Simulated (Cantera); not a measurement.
A freely propagating, adiabatic, planar premixed flame of 2.50 % C3H8, 17.1 % O2, 80.4 % N2, equivalence ratio 0.73, unburnt at 723 K and 1.78 atm; mixture-averaged transport, grid criteria slope 0.08 and curve 0.16, no radiation.

Model: GRI-Mech 3.0 (53 species, 325 reactions), integrated in Cantera. GRI-Mech 3.0 was tuned for natural gas; its chemistry of propane as a main component is partial and can be far from experiment. Burning velocities carry a grid error of a few per cent, more on coarse grids.

Problem. Predict: laminar burning velocity; thermal thickness; peak x(C2H2); peak x(H).

Solution. 
```
Quantity                     Value
------------------------  --------
laminar burning velocity  113 cm/s
thermal thickness         0.222 mm
peak x(C2H2)              0.000354
peak x(H)                  0.00313
```
